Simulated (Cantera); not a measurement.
A closed system holds: 1 mol Si₂H₆, 0.68 mol O₂, 0.52 mol H₂O, equilibrated at 750 K and 0.00180 bar.

Equilibrium computed with Cantera from the NASA thermochemical tables; the gas is ideal and each condensed phase is pure. Candidate condensed phases: H₂O, Si, SiO₂; 18 gas species. The feed counts by its element totals alone. Rates play no part.

Base state: H₂ 1.00 (mole fractions); condensed: Si(s) + SiO₂(α-quartz).

Q: What changes in the equilibrium state with this change: Si₂H₆ replaced by SiCl₄?

A: 
| species | before | after |
|---|---|---|
| Cl₂ | 0 | 0.553 |
| HCl | 0 | 0.423 |
| SiCl₄ | 0 | 0.0244 |
| H₂ | 1.00 | <1e-9 |
| Cl | 0 | 4.75e-5 |
| Si(s), mol | 1.06 | 0 |
| SiO₂(α-quartz), mol | 0.940 | 0.940 |
